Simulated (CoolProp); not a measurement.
Vapour-liquid equilibrium of R13 (1) + n-butane (2) at 192.3 K; x and y are mole fractions of (1).

Values from CoolProp's multi-fluid Helmholtz-energy mixture model, Platzer 1990 and Bücker 2006; pair parameters Bell 2016. This equation is an older, rougher fit; its heat capacities, sound speeds and derivatives of the liquid may be far off and weren't checked against measurements.

```
x     bubble pressure, mixture model (bar)  bubble pressure, Raoult's law (bar)  y, mixture model  y, Raoult's law
----  ------------------------------------  -----------------------------------  ----------------  ---------------
0.05                                0.1537                              0.06205             0.935            0.841
0.15                                0.3657                               0.1654             0.974            0.947
0.25                                0.5061                               0.2688             0.983            0.971
0.35                                0.6016                               0.3722             0.986            0.982
0.45                                0.6714                               0.4755             0.989            0.988
0.55                                0.7288                               0.5789             0.990            0.992
0.65                                0.7831                               0.6823             0.992            0.995
0.75                                0.8416                               0.7856             0.994            0.997
0.85                                0.9101                               0.8890             0.996            0.998
0.95                                0.9942                               0.9924             0.998            0.999
```

The largest gap from Raoult's law is +147.7 % in bubble pressure, at x = 0.05. No azeotrope shows between x = 0.05 and 0.95.

The pair parameters rest on a limited set of measurements; away from them the model extrapolates. With so large a gap from Raoult's law the liquid may split in two, which this calculation doesn't test in full.
